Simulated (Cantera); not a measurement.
An adiabatic, constant-volume homogeneous reactor starts with CH₄ : O₂ : N₂ = 1 : 1.67 : 6.27 (molar parts), at 1373 K and 750 Torr. Integrator tolerance rtol = 1e-08.

Detailed kinetics in Cantera: GRI-Mech 3.0 (53 species, 325 reactions).

| quantity | before | after |
|---|---|---|
| time of steepest temperature rise | 4.90 ms | 2.02 ms |
| temperature at 0.600 s | 2901 K | 2921 K |
| equilibrium temperature | 2901 K | 2921 K |
| x(CH₄) at 0.600 s | <1e-12 (gas-phase equilibrium <1e-12) | <1e-12 (gas-phase equilibrium <1e-12) |
| x(O₂) at 0.600 s | 0.00849 (gas-phase equilibrium 0.00849) | 0.00922 (gas-phase equilibrium 0.00922) |
| x(O) at 0.600 s | 0.00491 (gas-phase equilibrium 0.00491) | 0.00563 (gas-phase equilibrium 0.00563) |
| x(CH₃) at 0.600 s | <1e-12 (gas-phase equilibrium <1e-12) | <1e-12 (gas-phase equilibrium <1e-12) |
| x(CH₂) at 0.600 s | <1e-12 (gas-phase equilibrium <1e-12) | <1e-12 (gas-phase equilibrium <1e-12) |
| x(NO) at 0.600 s | 0.00772 (gas-phase equilibrium 0.00772) | 0.00824 (gas-phase equilibrium 0.00824) |

Question: What was changed between the two runs?
(A) initial temperature 1373 to 1450 K
(B) initial temperature 1373 to 1223 K
(C) pressure from 750 Torr to 210 Torr
(D) initial temperature 1373 to 1200 K

Answer: A, initial temperature 1373 to 1450 K
